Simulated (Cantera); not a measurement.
An isothermal plug-flow reactor at 650 K and 750 Torr (inlet), inlet velocity 0.46 m/s, active area per volume 3600 1/m; feed H2 : O2 : N2 = 0.014 : 0.1 : 0.79 (molar parts).

Computed with Cantera and Deutschmann's 1995 Pt surface mechanism with GRI-Mech 3.0 gas chemistry. Catalytic surfaces can have several steady states; this one follows from the mechanism file's or the stated starting coverage. Mass transfer to the wall is taken as infinitely fast.

Q: What does this change do: temperature 650 to 675 K?

A: 
| quantity | before | after |
|---|---|---|
| x(H2) at z = 0.0035 m | 2.64e-5 | 7.64e-6 |
| x(O2) at z = 0.0035 m | 0.104 | 0.104 |
| x(H2O) at z = 0.0035 m | 0.0156 | 0.0156 |
| θ(free Pt) at the exit | 0.00292 | 0.00466 |
| θ(O*) at the exit | 0.995 | 0.993 |
| θ(OH*) at the exit | 0.00190 | 0.00198 |
